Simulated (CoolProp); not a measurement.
Aqueous potassium formate as a coolant, 7 % by mass, freezing at -3.3 °C, 1 atm.

The numbers come from the Melinder's fits for secondary coolants in CoolProp.

```tsv
T (°C)	cp (kJ/(kg K))	Prandtl number	conductivity (W/(m K))	viscosity (mPa s)
0.1	3.926	13.7	0.553	1.94
4.8	3.922	11.8	0.561	1.68
9.6	3.920	10.1	0.568	1.47
14.4	3.919	8.84	0.575	1.30
19.2	3.919	7.78	0.582	1.16
24	3.919	6.89	0.589	1.04
28.8	3.920	6.15	0.596	0.935
33.6	3.922	5.51	0.603	0.847
38.4	3.923	4.96	0.609	0.771
```
